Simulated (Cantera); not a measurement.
## NO annealing gas

An isothermal, constant-pressure homogeneous reactor starts with 73.5 % NO, 26.5 % N2, at 1975 K and 0.0430 bar.

Detailed kinetics in Cantera: GRI-Mech 3.0 (53 species, 325 reactions). Radical loss at walls, strong at low pressure, is not modelled.

| t (s) | x NO | x N2 | x NO2 | x O2 | x N2O | x O |
|---|---|---|---|---|---|---|
| 0.000200 | 0.735 | 0.265 | 5.23e-8 | 1.91e-8 | 4.45e-6 | 4.48e-6 |
| 0.000740 | 0.735 | 0.265 | 6.46e-7 | 2.63e-7 | 1.61e-5 | 1.65e-5 |
| 0.00274 | 0.735 | 0.265 | 6.30e-6 | 3.92e-6 | 5.44e-5 | 6.14e-5 |
| 0.0101 | 0.735 | 0.265 | 3.09e-5 | 7.61e-5 | 0.000145 | 0.000218 |
| 0.0374 | 0.733 | 0.266 | 4.90e-5 | 0.000913 | 0.000208 | 0.000373 |
| 0.138 | 0.725 | 0.269 | 5.77e-5 | 0.00462 | 0.000203 | 0.000413 |
| 0.512 | 0.697 | 0.284 | 8.21e-5 | 0.0189 | 0.000179 | 0.000527 |
| 1.89 | 0.586 | 0.339 | 0.000127 | 0.0739 | 0.000114 | 0.000816 |
| 7.00 | 0.274 | 0.495 | 0.000106 | 0.230 | 2.12e-5 | 0.00131 |
x: mole fraction; the columns are a selection and need not sum to one.

Equilibrium at this temperature and pressure: NO 0.00841, N2 0.628, NO2 4.11e-6, O2 0.362, N2O 8.77e-8, O 0.00161 (gas phase only).
